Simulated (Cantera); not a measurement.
Input: 1 mol Mg(OH)₂, 0.096 mol C, 5.9 mol CO₂, held at 1848.15 K and 0.100 bar.

Equilibrium computed with Cantera from the NASA thermochemical tables; the gas is ideal and each condensed phase is pure. Candidate condensed phases: C, C₆H₆, C₇H₈, C₈H₁₈, H₂O, Mg, MgCO₃, MgO, Mg(OH)₂; 116 gas species. Equilibrium is a limit: real reactors are often held back by kinetics, nucleation or transport.

Base state: CO₂ 0.828, H₂O 0.141, CO 0.0283, H₂ 0.00121, O₂ 0.000953, OH 0.000502, H 5.83e-5, O 1.85e-5 (mole fractions); condensed: MgO(s).

Task: What changes in the equilibrium state with this change: pressure from 0.100 bar to 48.0 mbar?

Result: 
```json
[
 {"species": "CO₂", "before": "0.828", "after": "0.825"},
 {"species": "H₂O", "before": "0.141", "after": "0.141"},
 {"species": "CO", "before": "0.0283", "after": "0.0300"},
 {"species": "O₂", "before": "0.000953", "after": "0.00176"},
 {"species": "O", "before": "1.85e-5", "after": "3.64e-5"},
 {"species": "H", "before": "5.83e-5", "after": "8.66e-5"},
 {"species": "OH", "before": "0.000502", "after": "0.000703"},
 {"species": "MgO(s), mol", "before": "1.000", "after": "1.000"}
]
```
